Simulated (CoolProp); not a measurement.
Vapour-liquid equilibrium of acetone (1) + p-xylene (2) at 335.4 K; x and y are mole fractions of (1).

Values from CoolProp's multi-fluid Helmholtz-energy mixture model, Lemmon 2006 and Zhou 2012; pair parameters Bell 2016.

Give the bubble pressure and the first vapour's composition at x = 0.2, 0.575, 0.725. Is there an azeotrope?

x = 0.2: 0.04589 MPa, y = 0.858; x = 0.575: 0.08429 MPa, y = 0.946; x = 0.725: 0.09719 MPa, y = 0.965. No azeotrope shows between x = 0.05 and 0.95.

Pair parameters are fitted to limited data, so mixtures are less certain than the pure fluids. With so large a gap from Raoult's law the liquid may split in two, which this calculation doesn't test in full.
